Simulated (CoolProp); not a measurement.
The fluid at 420.51 K and 10 MPa flows at 1.4 m/s in a round tube of 4.6 mm bore and 45 µm roughness, fully developed (64/Re and Nu = 3.66 if laminar; Colebrook and Gnielinski if turbulent). The same conditions are run with several fluids, on thermodynamics alone (safety and materials aside).

Model: reference Helmholtz-energy equation of state of each fluid (toluene: Lemmon 2006; R123: Younglove 1994; o-xylene: Zhou 2012; methanol: de Reuck 1993; n-butane: Bücker 2006), in CoolProp.

**Question.** Rank toluene, R123, o-xylene, methanol, n-butane by Reynolds number, highest first.

**Answer.** R123 (49100), n-butane (43200), methanol (27800), toluene (22900), o-xylene (18700)

```json
[
 {"fluid": "toluene", "Darcy friction factor": "0.0401", "pressure drop (Pa/m)": "6470", "heat-transfer coefficient (W/(m² K))": "4300", "mass flow (kg/h)": "63.4"},
 {"fluid": "R123", "Darcy friction factor": "0.0388", "pressure drop (Pa/m)": "9660", "heat-transfer coefficient (W/(m² K))": "4390", "mass flow (kg/h)": "97.8"},
 {"fluid": "o-xylene", "Darcy friction factor": "0.0406", "pressure drop (Pa/m)": "6760", "heat-transfer coefficient (W/(m² K))": "3890", "mass flow (kg/h)": "65.4"},
 {"fluid": "methanol", "Darcy friction factor": "0.0397", "pressure drop (Pa/m)": "5670", "heat-transfer coefficient (W/(m² K))": "8110", "mass flow (kg/h)": "56.2"},
 {"fluid": "n-butane", "Darcy friction factor": "0.0390", "pressure drop (Pa/m)": "3620", "heat-transfer coefficient (W/(m² K))": "5040", "mass flow (kg/h)": "36.5"}
]
```

Transport values come from each fluid's own correlations.
